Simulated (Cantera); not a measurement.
Charge: 1 mol Na₂SO₄, 0.11 mol H₂O.

Equilibrium computed with Cantera from the NASA thermochemical tables; the gas is ideal and each condensed phase is pure. Candidate condensed phases: H₂O, H₂SO₄, Na, NaOH, NaO₂, Na₂O, Na₂O₂, Na₂S, Na₂SO₄, S; 27 gas species. Kinetics and transport are ignored.

**Question.** What condenses at these points (T in K, P in Pa): (1450, 150000); (1350, 22000); (1850, 22000); (1550, 10); (1650, 150000)?

**Answer.** 
```
T (K)  P in Pa  condensed phases  Na condensed (%)
-----  -------  ----------------  ----------------
1450    150000            Na₂SO₄             100.0
1350     22000            Na₂SO₄             100.0
1850     22000            Na₂SO₄              98.8
1550        10          gas only               0.0
1650    150000            Na₂SO₄             100.0
```
